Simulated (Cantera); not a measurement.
A closed system holds: 1 mol Al, 5.1 mol H₂O, 580 mol H₂, held at 1802 °C and 9.75 Torr.

Equilibrium computed with Cantera from the NASA thermochemical tables; the gas is ideal and each condensed phase is pure. Candidate condensed phases: Al, Al₂O₃, H₂O; 19 gas species. The tables' values for AlOH are old estimates; treat these amounts as uncertain. Equilibrium is a limit: real reactors are often held back by kinetics, nucleation or transport.

Base state: H₂ 0.971, H 0.0230, H₂O 0.00613, Al 3.18e-5, AlOH 1.90e-5, OH 1.66e-5 (mole fractions); condensed: Al₂O₃(s).

Task: What changes in the equilibrium state with this change: temperature from 1802 °C to 1477 °C?

Result: 
```json
[
 {"species": "H₂", "before": "0.971", "after": "0.992"},
 {"species": "H₂O", "before": "0.00613", "after": "0.00615"},
 {"species": "H", "before": "0.0230", "after": "0.00203"},
 {"species": "Al", "before": "3.18e-5", "after": "8.42e-9"},
 {"species": "AlOH", "before": "1.90e-5", "after": "8.74e-8"},
 {"species": "OH", "before": "1.66e-5", "after": "7.38e-7"},
 {"species": "Al₂O₃(s), mol", "before": "0.483", "after": "0.500"}
]
```

Task: What changes in the equilibrium state with this change: temperature from 1802 °C to 877 °C?

Result: 
| species | before | after |
|---|---|---|
| H₂ | 0.971 | 0.994 |
| H₂O | 0.00613 | 0.00615 |
| H | 0.0230 | 6.52e-7 |
| Al | 3.18e-5 | <1e-9 |
| AlOH | 1.90e-5 | <1e-9 |
| OH | 1.66e-5 | <1e-9 |
| Al₂O₃(s), mol | 0.483 | 0.500 |
